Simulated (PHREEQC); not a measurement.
Dissolve 6 mol/kgw HCl and 0.42 mol/kgw KCl at 90 °C. Closed to the air; pH follows from the charge balance.

Computed with PHREEQC (Pitzer model, pitzer.dat).

```
quantity             before  after
-------------------  ------  -----
pH                    -1.91   0.33
SI of Sylvite (KCl)   -0.73  -3.25
```

**Question.** Name the change that produced these shifts.
(A) KCl replaced by K2SO4 at the same molality
(B) HCl left out
(C) diluted 10-fold with water

**Answer.** C, diluted 10-fold with water

Precipitation was switched off in this run. In brines, pH and single-ion activities rest on the MacInnes convention. Away from 25 °C the constants follow the database's enthalpies or fits; those with neither stay at their 25 °C values.
